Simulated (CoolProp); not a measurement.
Saturation properties of carbon dioxide (Tc = 31.0 °C, pc = 7.377 MPa, ω = 0.224).

Computed with CoolProp (reference Helmholtz-energy equation of state, Span 1996).

```csv
T (°C),p (MPa),liquid cp (kJ/(kg K)),vapour viscosity (µPa s)
-40.15,___,2.011,11.7
-34.15,1.239,___,12.1
-28.05,1.524,2.088,12.4
-21.95,1.854,___,12.8
-15.85,2.234,2.217,13.2
-9.75,2.668,2.312,13.7
-3.75,3.152,___,___
2.35,3.707,2.621,14.8
```

**Question.** Some entries are withheld; supply them.

**Answer.** 
- -40.15, p (MPa): 0.9990
- -34.15, liquid cp (kJ/(kg K)): 2.045
- -21.95, liquid cp (kJ/(kg K)): 2.144
- -3.75, liquid cp (kJ/(kg K)): 2.438
- -3.75, vapour viscosity (µPa s): 14.2

Viscosity comes from a separate model (Laesecke 2017).
